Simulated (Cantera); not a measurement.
Source: NASA polynomial tables (part measured, part estimated), evaluated in Cantera. Values are per mole of reaction as written; species without (g) are pure solids or liquids, kept so even where they would boil at 1 bar.

Task: Between 1198 and 1598 K, where is each reaction favourable under standard conditions?
- 3 SrO + 6 Cl(g) ⇌ 3 SrCl2 + O3(g)

Result: 
- 3 SrO + 6 Cl(g) ⇌ 3 SrCl2 + O3(g): ΔG° is -622 kJ at 1198 K and -435 kJ at 1598 K; it stays negative (K > 1). ΔH° is -1170 kJ and ΔS° -460 J/K at 1598 K.
